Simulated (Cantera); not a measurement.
Cantera run, input and output.

```python
import numpy as np
import cantera as ct

gas = ct.Solution("gri30.yaml")


def delay(T, t_max=10):
    gas.TPX = T, 1100000, {'CH4': 1, 'C2H6': 0.079, 'C3H8': 0.033, 'O2': 3.94, 'N2': 11}
    reactor = ct.IdealGasReactor(gas, clone=False)
    net = ct.ReactorNet([reactor])
    net.rtol, net.atol = 1e-8, 1e-16
    while net.time < t_max:
        t_old, T_old = net.time, reactor.T
        net.step()
        if reactor.T > T + 400:  # ignition: a rise of 400 K
            return t_old + (T + 400 - T_old) / (reactor.T - T_old) * (net.time - t_old)
    return np.nan


taus = []
for T in [1175, 1225, 1275, 1325, 1375, 1425, 1475]:
    taus.append(delay(T))
    print(f"T0 = {T:6g} K   tau = {taus[-1]:.4e} s")
```

Output:

```
T0 =   1175 K   tau = 1.1467e-03 s
T0 =   1225 K   tau = 5.9976e-04 s
T0 =   1275 K   tau = 3.2793e-04 s
T0 =   1325 K   tau = 1.8573e-04 s
T0 =   1375 K   tau = 1.0849e-04 s
T0 =   1425 K   tau = 6.5269e-05 s
T0 =   1475 K   tau = 4.0467e-05 s
```

Cantera simulation using GRI-Mech 3.0 (53 species, 325 reactions); the numbers are that mechanism's predictions, not measurements.
